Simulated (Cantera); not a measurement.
**Ammonia decomposition in nitride growth gas**

An isothermal, constant-pressure homogeneous reactor starts with NH3 : H2 = 1 : 0.88 (molar parts), at 2373 K and 51.0 Torr.

Computed with Cantera and the gas-phase N/H chemistry of the illustrative SiF4/NH3 mechanism in the Surface Chemkin manual (1991). Walls and surfaces, which speed up NH3 decomposition in real reactors, are not modelled.

```
t (s)       x NH3   x H2      x N    x N2H2     x NH2   x N2H4
--------  -------  -----  -------  --------  --------  -------
0.000700    0.509  0.480  9.72e-6   1.64e-5   0.00368  3.39e-8
0.00262     0.446  0.523  1.01e-5   1.37e-5   0.00335  2.81e-8
0.00979     0.282  0.633  1.10e-5   7.69e-6   0.00243  1.48e-8
0.0366     0.0651  0.779  1.22e-5   1.47e-6  0.000903  2.04e-9
0.137     6.28e-5  0.802  6.11e-6  4.09e-10   6.82e-6   <1e-12
0.512     5.97e-7  0.783  3.41e-7    <1e-12   1.17e-7   <1e-12
1.91      2.39e-7  0.783  1.37e-7    <1e-12   4.68e-8   <1e-12
7.15      2.33e-7  0.783  1.33e-7    <1e-12   4.56e-8   <1e-12
26.7      2.33e-7  0.783  1.33e-7    <1e-12   4.56e-8   <1e-12
100       2.33e-7  0.783  1.33e-7    <1e-12   4.56e-8   <1e-12
```
x: mole fraction; the columns are a selection and need not sum to one.

Equilibrium at this temperature and pressure: NH3 2.33e-7, H2 0.783, N 1.33e-7, N2H2 <1e-12, NH2 4.56e-8, N2H4 <1e-12 (gas phase only).
